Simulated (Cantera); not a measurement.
A freely propagating, adiabatic, planar premixed flame of H₂ : O₂ : N₂ = 1 : 0.278 : 1.04 (molar parts), equivalence ratio 1.8, unburnt at 350 K and 430000 Pa; mixture-averaged transport, grid criteria slope 0.08 and curve 0.16, no radiation.

Computed with Cantera and the H2/O2 subset of GRI-Mech 3.0, which has no nitrogen chemistry. The hydrogen kinetics of GRI-Mech 3.0 are dated; newer H2 mechanisms differ, most at raised pressure. Burning velocities carry a grid error of a few per cent, more on coarse grids.

### Question
How do the results move with these cheaper or finer settings: unity-Lewis-number transport; multicomponent transport; multicomponent+Soret transport; grid criteria slope 0.5, curve 1; grid criteria slope 0.25, curve 0.5; grid criteria slope 0.03, curve 0.06?

### Answer
| setting | laminar burning velocity | thermal thickness | peak x(HO₂) | peak x(OH) | grid points |
|---|---|---|---|---|---|
| as above | 383 cm/s | 0.0544 mm | 0.00107 | 0.00446 | 113 |
| unity-Lewis-number transport | 238 cm/s | 0.0584 mm | 0.000690 | 0.00452 | 110 |
| multicomponent transport | 376 cm/s | 0.0546 mm | 0.00106 | 0.00443 | 113 |
| multicomponent+Soret transport | 358 cm/s | 0.0525 mm | 0.00109 | 0.00455 | 115 |
| grid criteria slope 0.5, curve 1 | 395 cm/s | 0.0688 mm | 0.000965 | 0.00461 | 39 |
| grid criteria slope 0.25, curve 0.5 | 386 cm/s | 0.0587 mm | 0.00103 | 0.00479 | 50 |
| grid criteria slope 0.03, curve 0.06 | 381 cm/s | 0.0531 mm | 0.00108 | 0.00437 | 262 |
Unity Lewis numbers drop preferential diffusion, which matters most where H2 and H carry the flame; Soret adds thermal diffusion.
